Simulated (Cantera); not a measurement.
A closed system holds: 1 mol SiH2Cl2, 0.38 mol N2, at 1048 K and 0.480 bar.

Equilibrium computed with Cantera from the NASA thermochemical tables; the gas is ideal and each condensed phase is pure. Candidate condensed phases: NH4Cl, Si, Si3N4; 28 gas species. N2 is the only nitrogen source here; it is nearly inert below about 1500 K, so the nitride shown seldom forms there in practice. The tables' values for SiCl3 are old estimates; treat these amounts as uncertain. Kinetics and transport are ignored.

Base state: H2 0.540, SiCl4 0.266, HCl 0.186, SiHCl3 0.00790, SiCl3 0.000486, N2 0.000166, SiH2Cl2 2.67e-5, SiCl2 1.63e-5 (mole fractions); condensed: Si3N4(s).

**Question.** What changes in the equilibrium state with this change: temperature from 1048 K to 2025 K?

**Answer.** 
```
species          before     after
-------------  --------  --------
H2                0.540     0.321
SiCl2           1.63e-5     0.296
HCl               0.186     0.202
SiCl4             0.266  0.000887
N2             0.000166     0.161
SiCl3          0.000486    0.0154
SiCl              <1e-9  0.000791
Cl              2.57e-9  0.000735
H               8.19e-9   0.00157
Si                <1e-9  0.000121
Si3N4(s), mol     0.190         0
Si(l), mol            0     0.259
```
The tables' values for SiCl3, SiCl are old estimates; treat these amounts as uncertain. Gases not in the tables: Si2H6 and higher silanes.

**Question.** What changes in the equilibrium state with this change: N2 from 0.38 to 0.27 mol?

**Answer.** 
```csv
species,before,after
H2,0.540,0.623
SiCl4,0.266,0.268
SiHCl3,0.00790,0.0789
HCl,0.186,0.0216
N2,0.000166,<1e-9
SiH3Cl,2.35e-8,2.31e-5
SiH2Cl2,2.67e-5,0.00264
"Si3N4(s), mol",0.190,0.135
"Si(s), mol",0,0.0691
```
Mutual solubility and eutectic melting of coexisting phases are not modelled.
